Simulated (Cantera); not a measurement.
Feed: 1 mol CH4, 0.11 mol O2, at 2175 °C and 0.100 bar.

Cantera equilibrium calculation (NASA polynomials, part measured and part estimated; ideal gas, pure solids and liquids). Candidate condensed phases: C, C6H6, C7H8, C8H18, H2O; 110 gas species. Equilibrium is a limit: real reactors are often held back by kinetics, nucleation or transport.

Base state: H2 0.839, CO 0.0962, H 0.0577, C2H2 (acetylene) 0.00725, C2H 3.20e-5, C4H2 2.59e-5, CH3 1.44e-5, CH4 1.15e-5 (mole fractions); condensed: C(graphite).

**Question.** What changes in the equilibrium state with this change: CH4 replaced by CO?

**Answer.** 
```json
[
 {"species": "CO", "before": "0.0962", "after": "0.781"},
 {"species": "CO2", "before": "4.24e-9", "after": "0.218"},
 {"species": "O", "before": "<1e-9", "after": "0.000865"},
 {"species": "H2", "before": "0.839", "after": "0"},
 {"species": "H", "before": "0.0577", "after": "0"},
 {"species": "C2H2 (acetylene)", "before": "0.00725", "after": "0"},
 {"species": "O2", "before": "<1e-9", "after": "0.000601"},
 {"species": "C2H", "before": "3.20e-5", "after": "0"},
 {"species": "C4H2", "before": "2.59e-5", "after": "0"},
 {"species": "C(graphite), mol", "before": "0.746", "after": "0"}
]
```

**Question.** What changes in the equilibrium state with this change: O2 from 0.11 to 0.59 mol?

**Answer.** 
```json
[
 {"species": "H2", "before": "0.839", "after": "0.573"},
 {"species": "CO", "before": "0.0962", "after": "0.320"},
 {"species": "H2O", "before": "2.24e-7", "after": "0.0528"},
 {"species": "H", "before": "0.0577", "after": "0.0477"},
 {"species": "C2H2 (acetylene)", "before": "0.00725", "after": "<1e-9"},
 {"species": "CO2", "before": "4.24e-9", "after": "0.00487"},
 {"species": "OH", "before": "3.00e-9", "after": "0.000855"},
 {"species": "O", "before": "<1e-9", "after": "4.72e-5"},
 {"species": "C2H", "before": "3.20e-5", "after": "<1e-9"},
 {"species": "C(graphite), mol", "before": "0.746", "after": "0"}
]
```
